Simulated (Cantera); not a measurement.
Feed: 1 mol Si₂Cl₆, 0.029 mol HCl, 290 mol H₂, held at 0.0460 bar.

Equilibrium computed with Cantera from the NASA thermochemical tables; the gas is ideal and each condensed phase is pure. Candidate condensed phases: Si; 19 gas species. The feed counts by its element totals alone. The tables' values for SiCl₃ are old estimates; treat these amounts as uncertain. Rates play no part. All values below are at 1125 °C.

Base state: H₂ 0.980, HCl 0.0184, SiCl₂ 0.00102, H 2.18e-5, SiCl₃ 2.06e-5 (mole fractions); condensed: Si(s).

**Question.** What changes in the equilibrium state with this change: HCl from 0.029 to 2.1 mol?

**Answer.** 
```
species      before    after
----------  -------  -------
H₂            0.980    0.974
HCl          0.0184   0.0238
SiCl₂       0.00102  0.00171
SiCl₃       2.06e-5  4.48e-5
SiHCl₃      6.62e-6  1.43e-5
H           2.18e-5  2.18e-5
Si(s), mol     1.69     1.47
```
